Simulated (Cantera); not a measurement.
Charge: 1 mol SiCl4, 0.019 mol C2H2, 48 mol H2, equilibrated at 1250 K and 7.50 Torr.

Cantera equilibrium calculation (NASA polynomials, part measured and part estimated; ideal gas, pure solids and liquids). Candidate condensed phases: C, C6H6, C7H8, C8H18, Si, SiC; 109 gas species. Mutual solubility and eutectic melting of coexisting phases are not modelled. The tables' values for SiCl3 are old estimates; treat these amounts as uncertain. Kinetics and transport are ignored.

Base state: H2 0.933, HCl 0.0565, SiCl2 0.00861, SiCl3 0.000877, SiCl4 0.000640, SiHCl3 0.000376, SiH2Cl2 3.01e-5 (mole fractions); condensed: Si(s) + SiC(s).

Task: What changes in the equilibrium state with this change: temperature from 1250 K to 2125 K?

Result: 
| species | before | after |
|---|---|---|
| H2 | 0.933 | 0.882 |
| HCl | 0.0565 | 0.0632 |
| H | 4.67e-6 | 0.0341 |
| Si | <1e-9 | 0.0105 |
| SiH | <1e-9 | 0.000509 |
| Si2C | <1e-9 | 0.000473 |
| SiCl4 | 0.000640 | 5.73e-9 |
| Si2 | <1e-9 | 8.77e-5 |
| C2H2 (acetylene) | <1e-9 | 2.89e-5 |
| Si(s), mol | 0.436 | 0 |
| SiC(s), mol | 0.0380 | 0.00910 |
The tables' values for SiCl are old estimates; treat these amounts as uncertain. Gases not in the tables: Si2H6 and higher silanes.

Task: What changes in the equilibrium state with this change: H2 from 48 to 1200 mol?

Result: 
| species | before | after |
|---|---|---|
| H2 | 0.933 | 0.997 |
| HCl | 0.0565 | 0.00327 |
| SiCl2 | 0.00861 | 2.70e-5 |
| SiCl4 | 0.000640 | 6.31e-9 |
| SiCl3 | 0.000877 | 1.54e-7 |
| SiHCl3 | 0.000376 | 6.84e-8 |
| Si(s), mol | 0.436 | 0.929 |
| SiC(s), mol | 0.0380 | 0.0377 |
